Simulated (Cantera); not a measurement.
A closed system holds: 1 mol SO2, 0.15 mol O2, equilibrated at 3448.15 K and 820 Pa.

Equilibrium computed with Cantera from the NASA thermochemical tables; the gas is ideal and each condensed phase is pure. Candidate condensed phases: S; 10 gas species. The numbers say what is thermodynamically allowed, not how fast it happens.

### Question
What is the equilibrium state?

### Answer
```
Property                            Result
-------------------------------  ---------
x(O)                                 0.654
x(S)                                 0.265
x(SO)                               0.0590
x(O2)                               0.0188
x(SO2)                             0.00243
x(S2)                             0.000917
x(S2O)                             3.10e-6
gas amount                       3.045 mol
log10 activity of S(l) (absent)      -4.49
```
